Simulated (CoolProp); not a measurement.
n-butane along the isobar 2940 kPa: Z from the reference equation and from simpler models built on Tc = 425.1 K, pc = 3796 kPa, ω = 0.201; each cubic takes its own stable root.

Values from CoolProp's reference Helmholtz-energy equation of state, Bücker 2006.

| T (K) | phase | reference | van der Waals | Redlich-Kwong | Soave-Redlich-Kwong |
|---|---|---|---|---|---|
| 398.8 | liquid | 0.1230 | 0.2039 | 0.1518 | 0.1457 |
| 412.3 | gas | 0.5595 | 0.6440 | 0.5914 | 0.5804 |
| 425.9 | gas | 0.6489 | 0.6918 | 0.6593 | 0.6597 |
| 439.4 | gas | 0.7046 | 0.7273 | 0.7058 | 0.7118 |
| 453 | gas | 0.7462 | 0.7559 | 0.7418 | 0.7514 |
| 466.6 | gas | 0.7789 | 0.7797 | 0.7708 | 0.7832 |
| 480.1 | gas | 0.8055 | 0.7997 | 0.7948 | 0.8092 |
| 493.7 | gas | 0.8279 | 0.8171 | 0.8154 | 0.8314 |
| 507.2 | gas | 0.8468 | 0.8322 | 0.8329 | 0.8502 |
| 520.8 | gas | 0.8632 | 0.8456 | 0.8483 | 0.8667 |
| 534.3 | gas | 0.8774 | 0.8575 | 0.8617 | 0.8810 |
| 547.9 | gas | 0.8899 | 0.8681 | 0.8737 | 0.8937 |
| 561.4 | gas | 0.9009 | 0.8777 | 0.8843 | 0.9048 |
| 575 | gas | 0.9108 | 0.8863 | 0.8938 | 0.9148 |
